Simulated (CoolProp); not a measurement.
Vapour-liquid equilibrium of R125 (1) + R227EA (2) at 0.252 bar; x and y are mole fractions of (1).

The numbers come from the multi-fluid Helmholtz-energy mixture model, Lemmon 2005 and Lemmon 2016; pair parameters Bell 2016 in CoolProp.

| x | bubble temperature (°C) | y at the bubble point | dew temperature at overall composition x (°C) | liquid density (mol/L) |
|---|---|---|---|---|
| 0.05 | -47.4 | 0.202 | -45.1 | 9.804 |
| 0.15 | -52.6 | 0.476 | -46.6 | 10.15 |
| 0.25 | -56.7 | 0.644 | -48.2 | 10.49 |
| 0.35 | -60.1 | 0.753 | -50.0 | 10.83 |
| 0.45 | -62.9 | 0.827 | -52.0 | 11.18 |
| 0.55 | -65.3 | 0.879 | -54.3 | 11.54 |
| 0.65 | -67.3 | 0.919 | -56.9 | 11.91 |
| 0.75 | -69.1 | 0.948 | -60.0 | 12.29 |
| 0.85 | -70.7 | 0.972 | -63.9 | 12.69 |
| 0.95 | -72.1 | 0.992 | -69.2 | 13.11 |

No azeotrope shows between x = 0.05 and 0.95.

Pair parameters are fitted to limited data, so mixtures are less certain than the pure fluids.
